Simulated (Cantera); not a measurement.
A perfectly stirred reactor is fed with CH4 : O2 : N2 = 1 : 2.25 : 8.45 (molar parts), equivalence ratio 0.89, at 1280 Torr; it is adiabatic with a 475 K inlet, and is followed from long to short residence time, starting on the burning branch (τ in s: 0.093, 0.043, 0.02, 0.0091, 0.0042, 0.0019, 0.00088, 0.00041, 0.00019, 8.6e-05, 4e-05).

Detailed kinetics in Cantera: GRI-Mech 3.0 (53 species, 325 reactions).

Q: Predict: blow-out, bracketed by the residence times tried; x(CH4) at τ = 93.0 ms; x(O2) at τ = 93.0 ms; x(H2O) at τ = 93.0 ms; x(HCO) at τ = 93.0 ms; x(CH4) at τ = 1.90 ms; x(O2) at τ = 1.90 ms; x(H2O) at τ = 1.90 ms; x(C2H2) at τ = 1.90 ms; x(HCO) at τ = 1.90 ms.

A: 
- blow-out, bracketed by the residence times tried = burning at 40.0 µs, the shortest tried
- x(CH4) at τ = 93.0 ms = 2.18e-6
- x(O2) at τ = 93.0 ms = 0.0219
- x(H2O) at τ = 93.0 ms = 0.167
- x(HCO) at τ = 93.0 ms = 1.47e-8
- x(CH4) at τ = 1.90 ms = 4.92e-5
- x(O2) at τ = 1.90 ms = 0.0266
- x(H2O) at τ = 1.90 ms = 0.161
- x(C2H2) at τ = 1.90 ms = 1.89e-8
- x(HCO) at τ = 1.90 ms = 7.18e-7
